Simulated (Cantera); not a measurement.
An isothermal, constant-pressure homogeneous reactor starts with N2O : H2O = 1 : 0.042 (molar parts), at 1225 K and 19.5 Torr.

Computed with Cantera and GRI-Mech 3.0 (53 species, 325 reactions). GRI-Mech 3.0 was tuned for natural gas; its chemistry of N2O as a main component is partial and can be far from experiment. Radical loss at walls, strong at low pressure, is not modelled. The mechanism lacks the step 2 NO + O2 → 2 NO2, which can matter for NO2 below about 1400 K. The temperature is held fixed by assumption; the heat of reaction is taken as removed at once.

x: mole fraction; the columns are a selection and need not sum to one.

```csv
t (s),x N2O,x H2O,x N2,x H,x NO
7.00e-6,0.960,0.0403,1.04e-7,<1e-12,3.76e-10
4.26e-5,0.960,0.0403,6.77e-7,<1e-12,1.32e-8
0.000259,0.960,0.0403,5.19e-6,1.71e-11,3.58e-7
0.00158,0.960,0.0403,4.03e-5,3.49e-10,4.43e-6
0.00959,0.959,0.0403,0.000262,___,3.02e-5
0.0584,0.957,0.0403,0.00164,3.82e-9,0.000169
0.355,0.944,0.0401,0.00999,4.03e-9,0.000908
2.16,0.871,0.0391,0.0571,3.77e-9,0.00548
13.1,0.557,0.0348,0.259,___,0.0258
80.0,0.0656,0.0281,0.576,___,0.0569
```

Q: Complete the blanks.

A: 
- 0.00959, x H: 2.02e-9
- 13.1, x H: 4.74e-9
- 80.0, x H: 8.12e-9
